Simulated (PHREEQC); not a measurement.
A solution holds 2.5 mmol/kgw HF, 31 mmol/kgw ZnSO4 and 0.57 mmol/kgw MnSO4, at 25 °C. Closed to the air; pH follows from the charge balance.

All values are PHREEQC results (ion-association model, phreeqc.dat), not measurements.

Each row changes one thing in this solution. This is a speciation only: nothing precipitates in the calculation.

```json
[
 {"case": "as made", "pH": "3.15", "ionic strength (mol/kgw)": "0.0736", "Zn+2 (mol/kgw)": "0.0179", "SO4-2 (mol/kgw)": "0.0163", "ZnSO4 (mol/kgw)": "0.0114", "Zn(SO4)2-2 (mol/kgw)": "0.00155", "SI of Zn(OH)2(e) (Zn(OH)2)": "-7.34"},
 {"case": "HF left out", "pH": "5.65", "ionic strength (mol/kgw)": "0.0725", "Zn+2 (mol/kgw)": "0.0178", "SO4-2 (mol/kgw)": "0.0165", "ZnSO4 (mol/kgw)": "0.0116", "Zn(SO4)2-2 (mol/kgw)": "0.00161", "SI of Zn(OH)2(e) (Zn(OH)2)": "-2.34"},
 {"case": "MnSO4 left out", "pH": "3.15", "ionic strength (mol/kgw)": "0.0723", "Zn+2 (mol/kgw)": "0.0180", "SO4-2 (mol/kgw)": "0.0160", "ZnSO4 (mol/kgw)": "0.0114", "Zn(SO4)2-2 (mol/kgw)": "0.00152", "SI of Zn(OH)2(e) (Zn(OH)2)": "-7.34"},
 {"case": "diluted 10-fold with water", "pH": "3.79", "ionic strength (mol/kgw)": "0.0102", "Zn+2 (mol/kgw)": "0.00246", "SO4-2 (mol/kgw)": "0.00247", "ZnSO4 (mol/kgw)": "0.000628", "Zn(SO4)2-2 (mol/kgw)": "[?]", "SI of Zn(OH)2(e) (Zn(OH)2)": "-6.71"},
 {"case": "diluted 2-fold with water", "pH": "[?]", "ionic strength (mol/kgw)": "0.0406", "Zn+2 (mol/kgw)": "0.00985", "SO4-2 (mol/kgw)": "0.00944", "ZnSO4 (mol/kgw)": "0.00519", "Zn(SO4)2-2 (mol/kgw)": "0.000408", "SI of Zn(OH)2(e) (Zn(OH)2)": "-7.17"},
 {"case": "ZnSO4 from 0.031 to 0.0341 mol/kgw", "pH": "3.15", "ionic strength (mol/kgw)": "0.0797", "Zn+2 (mol/kgw)": "0.0194", "SO4-2 (mol/kgw)": "0.0175", "ZnSO4 (mol/kgw)": "0.0127", "Zn(SO4)2-2 (mol/kgw)": "0.00185", "SI of Zn(OH)2(e) (Zn(OH)2)": "-7.30"},
 {"case": "MnSO4 replaced by Na2SO4 at the same molality", "pH": "3.15", "ionic strength (mol/kgw)": "0.0735", "Zn+2 (mol/kgw)": "0.0178", "SO4-2 (mol/kgw)": "0.0164", "ZnSO4 (mol/kgw)": "0.0115", "Zn(SO4)2-2 (mol/kgw)": "0.00157", "SI of Zn(OH)2(e) (Zn(OH)2)": "-7.34"}
]
```

Q: What belongs in the gaps?

A: 
- diluted 10-fold with water, Zn(SO4)2-2 (mol/kgw): 1.27e-5
- diluted 2-fold with water, pH: 3.32
